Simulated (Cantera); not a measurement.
## N2O furnace oxynitridation

An isothermal, constant-pressure homogeneous reactor starts with 57.4 % N2O, 2.41 % H2, 40.2 % N2, at 1200 K and 36.8 Torr.

Model: GRI-Mech 3.0 (53 species, 325 reactions), integrated in Cantera. GRI-Mech 3.0 was tuned for natural gas; its chemistry of N2O as a main component is partial and can be far from experiment. Radical loss at walls, strong at low pressure, is not modelled. The mechanism lacks the step 2 NO + O2 → 2 NO2, which can matter for NO2 below about 1400 K. The temperature is held fixed by assumption; the heat of reaction is taken as removed at once.

| t (s) | x N2O | x H2 | x H | x H2O2 | x NO | x O2 | x HO2 |
|---|---|---|---|---|---|---|---|
| 0.000500 | 0.574 | 0.0241 | 1.62e-6 | 4.54e-11 | 6.33e-7 | 1.35e-6 | 4.23e-8 |
| 0.000861 | 0.574 | 0.0241 | 2.84e-6 | 2.61e-10 | 1.62e-6 | 2.53e-6 | 1.35e-7 |
| 0.00148 | 0.574 | 0.0240 | 4.67e-6 | 1.33e-9 | 4.14e-6 | 4.58e-6 | 3.78e-7 |
| 0.00255 | 0.574 | 0.0237 | 7.32e-6 | 5.77e-9 | 1.04e-5 | 8.25e-6 | 8.84e-7 |
| 0.00439 | 0.573 | 0.0230 | 1.11e-5 | 1.88e-8 | 2.50e-5 | 1.53e-5 | 1.54e-6 |
| 0.00755 | 0.571 | 0.0213 | 1.56e-5 | 3.63e-8 | 5.47e-5 | 3.07e-5 | 1.88e-6 |
| 0.0130 | 0.567 | 0.0177 | 1.66e-5 | 4.16e-8 | 0.000104 | 6.42e-5 | 2.06e-6 |
| 0.0224 | 0.562 | 0.0123 | 1.24e-5 | 4.14e-8 | 0.000166 | 0.000129 | 2.36e-6 |
| 0.0385 | 0.556 | 0.00663 | 6.19e-6 | 4.17e-8 | 0.000231 | 0.000250 | 2.70e-6 |
| 0.0662 | 0.551 | 0.00271 | 2.00e-6 | 3.65e-8 | 0.000296 | 0.000472 | 2.68e-6 |
| 0.114 | 0.548 | 0.000860 | 4.63e-7 | 2.37e-8 | 0.000376 | 0.000864 | 2.18e-6 |
| 0.196 | 0.545 | 0.000194 | 8.35e-8 | 1.44e-8 | 0.000496 | 0.00154 | 1.68e-6 |
| 0.338 | 0.542 | 2.17e-5 | 1.16e-8 | 1.02e-8 | 0.000697 | 0.00271 | 1.40e-6 |
| 0.581 | 0.536 | 6.20e-7 | 3.50e-9 | 7.54e-9 | 0.00106 | 0.00470 | 1.17e-6 |
| 1.00 | 0.527 | 5.33e-8 | 3.04e-9 | 5.01e-9 | 0.00170 | 0.00809 | 8.97e-7 |
x: mole fraction; the columns are a selection and need not sum to one.

Equilibrium at this temperature and pressure: N2O 3.00e-9, H2 2.35e-9, H 4.35e-11, H2O2 4.66e-11, NO 0.000196, O2 0.216, HO2 2.80e-9 (gas phase only).
